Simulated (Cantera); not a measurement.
# Reactions in the system H-N-Si

Source: NASA polynomial tables (part measured, part estimated), evaluated in Cantera. Values are per mole of reaction as written; species without (g) are pure solids or liquids, kept so even where they would boil at 1 bar.

6 H(g) + Si₃N₄ = 3 SiH₂(g) + 4 N(g)

| T (K) | ΔH° (kJ) | ΔS° (J/K) | ΔG° (kJ) | log10 K |
|---|---|---|---|---|
| 823 | 2048.5 | 404.3 | 1715.8 | -108.90 |
| 923 | 2045.9 | 401.3 | 1675.5 | -94.82 |
| 1023 | 2043.0 | 398.3 | 1635.5 | -83.51 |
| 1123 | 2039.7 | 395.2 | 1595.9 | -74.23 |
| 1223 | 2036.0 | 392.1 | 1556.5 | -66.48 |
| 1323 | 2032.0 | 388.9 | 1517.4 | -59.91 |
| 1423 | 2027.6 | 385.7 | 1478.7 | -54.28 |
| 1523 | 2023.1 | 382.6 | 1440.3 | -49.40 |
| 1623 | 2018.3 | 379.6 | 1402.2 | -45.13 |
| 1723 | 2013.4 | 376.7 | 1364.4 | -41.36 |
| 1823 | 2008.4 | 373.8 | 1326.8 | -38.02 |

SiH₄(g) = Si + 4 H(g)

| T (K) | ΔH° (kJ) | ΔS° (J/K) | ΔG° (kJ) | log10 K | condensed phases |
|---|---|---|---|---|---|
| 823 | 861.1 | 320.9 | 597.0 | -37.89 | Si(s) |
| 923 | 864.0 | 324.2 | 564.8 | -31.96 | Si(s) |
| 1023 | 866.6 | 326.9 | 532.2 | -27.17 | Si(s) |
| 1123 | 869.0 | 329.1 | 499.4 | -23.23 | Si(s) |
| 1223 | 871.1 | 330.9 | 466.4 | -19.92 | Si(s) |
| 1323 | 873.1 | 332.5 | 433.2 | -17.10 | Si(s) |
| 1423 | 874.9 | 333.8 | 399.9 | -14.68 | Si(s) |
| 1523 | 876.6 | 334.9 | 366.5 | -12.57 | Si(s) |
| 1623 | 878.1 | 335.9 | 332.9 | -10.71 | Si(s) |
| 1723 | 929.7 | 366.5 | 298.3 | -9.04 | Si(l) |
| 1823 | 930.9 | 367.1 | 261.6 | -7.50 | Si(l) |
